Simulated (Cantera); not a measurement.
Input: 1 mol SiH₂Cl₂, 0.17 mol NH₃, 11 mol N₂, equilibrated at 25.0 Pa.

These are equilibrium values from Cantera (NASA tables, ideal gas, pure condensed phases), not measurements of a reactor. Candidate condensed phases: NH₄Cl, Si, Si₃N₄; 28 gas species. The tables' values for SiCl₃, SiCl are old estimates; treat these amounts as uncertain. Rates play no part. All values below are at 1573 K.

Base state: N₂ 0.828, H₂ 0.0763, SiCl₂ 0.0568, HCl 0.0371, H 0.000710, Cl 0.000274, Si 0.000205, SiCl₃ 0.000192 (mole fractions); condensed: Si₃N₄(s).

**Question.** What changes in the equilibrium state with this change: SiH₂Cl₂ replaced by trisilylamine?

**Answer.** 
```csv
species,before,after
N₂,0.828,0.708
H₂,0.0763,0.290
H,0.000710,0.00138
SiCl₂,0.0568,0
HCl,0.0371,0
Si,0.000205,0.000220
Cl,0.000274,0
SiCl₃,0.000192,0
"Si₃N₄(s), mol",0.0811,0
"Si(s), mol",0,3.00
```
The feed counts by its element totals alone.
